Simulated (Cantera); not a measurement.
A closed system holds: 1 mol Si2Cl6, 4.8 mol NH3, 3.3 mol N2, at 64.5 Torr.

Equilibrium computed with Cantera from the NASA thermochemical tables; the gas is ideal and each condensed phase is pure. Candidate condensed phases: NH4Cl, Si, Si3N4; 28 gas species. The feed counts by its element totals alone. Gases not in the tables: Si2H6 and higher silanes. Kinetics and transport are ignored.

Task: What share of the Si ends up in condensed phases as a function of T (°C), at 1275, 1325, 1375, 1425, 1475, 1525, 1575, 1625, 1675?

Result: 
```tsv
T (°C)	Si condensed (%)	as
1275	71.2	Si3N4(s)
1325	62.0	Si3N4(s)
1375	51.2	Si3N4(s)
1425	39.7	Si3N4(s)
1475	28.3	Si3N4(s)
1525	17.6	Si3N4(s)
1575	8.0	Si3N4(s)
1625	2.7	Si(l)
1675	3.6	Si(l)
```
